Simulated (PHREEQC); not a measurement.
Dissolve 3.85 mmol/kgw NH4HSO4 at 52 °C. Closed to the air; pH follows from the charge balance.

Computed with PHREEQC (ion-association model, wateq4f.dat).

No solid was allowed to form.

Problem. Estimate the pH, ionic strength.

Solution. pH 2.58; ionic strength 0.00940 mol/kgw.

Problem. In which forms is N present?

Solution. NH4+ 98 %, NH4SO4- 2.3 % of the N.

At this temperature some constants are extrapolated from 25 °C, and those without enthalpy data are left unchanged.
